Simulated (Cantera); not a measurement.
**Tantalum, niobium, vanadium and zirconium in process gases: V + N₂O + H₂**

Charge: 1 mol V, a varied amount of N₂O, 20 mol H₂, equilibrated at 1325 K and 0.100 bar.

Cantera equilibrium calculation (NASA polynomials, part measured and part estimated; ideal gas, pure solids and liquids). Candidate condensed phases: H₂O, V, VN, VO, V₂O₃, V₂O₄, V₂O₅; 28 gas species. Mutual solubility and eutectic melting of coexisting phases are not modelled. VN, VO: taken at fixed stoichiometry. Condensed phases not in the tables: the oxides between V₂O₃ and V₂O₅ other than VO₂, solid solutions among these carbides, nitrides and lower oxides, V₂N. Equilibrium is a limit: real reactors are often held back by kinetics, nucleation or transport.

| n(N₂O) (mol) | x H₂ | x N₂ | x H₂O | x H | x NH₃ | x OH | n VN(s) | n VO(s) | n V₂O₃(s) |
|---|---|---|---|---|---|---|---|---|---|
| 0.57 | 0.982 | 0.0169 | 0.00118 | 5.12e-6 | 1.42e-6 | 9.01e-11 | 0.454 | 0.546 | 0 |
| 0.78 | 0.973 | 0.0259 | 0.00135 | 5.10e-6 | 1.73e-6 | 1.04e-10 | 0.499 | 0 | 0.251 |
| 1.1 | 0.953 | 0.0456 | 0.00160 | 5.05e-6 | 2.23e-6 | 1.24e-10 | 0.289 | 0 | 0.355 |
| 1.4 | 0.935 | 0.0634 | 0.00175 | 5.00e-6 | 2.56e-6 | 1.37e-10 | 0.0916 | 0 | 0.454 |
| 2 | 0.886 | 0.0909 | 0.0227 | 4.87e-6 | 2.83e-6 | 1.82e-9 | 0 | 0 | 0.500 |
| 2.7 | 0.828 | 0.119 | 0.0529 | 4.71e-6 | 2.92e-6 | 4.38e-9 | 0 | 0 | 0.500 |
| 3.6 | 0.758 | 0.153 | 0.0890 | 4.50e-6 | 2.90e-6 | 7.71e-9 | 0 | 0 | 0.500 |
| 4.9 | 0.667 | 0.197 | 0.137 | 4.22e-6 | 2.72e-6 | 1.26e-8 | 0 | 0 | 0.500 |
| 6.7 | 0.554 | 0.251 | 0.195 | 3.85e-6 | 2.32e-6 | 1.97e-8 | 0 | 0 | 0.500 |
x: gas mole fraction; n: condensed amount in mol.

At 0.57 mol N₂O the condensed part is VN(s) + VO(s). From 0.78 mol N₂O to 1.4 mol N₂O the condensed part is VN(s) + V₂O₃(s). From 2 mol N₂O to 6.7 mol N₂O the condensed part is V₂O₃(s).
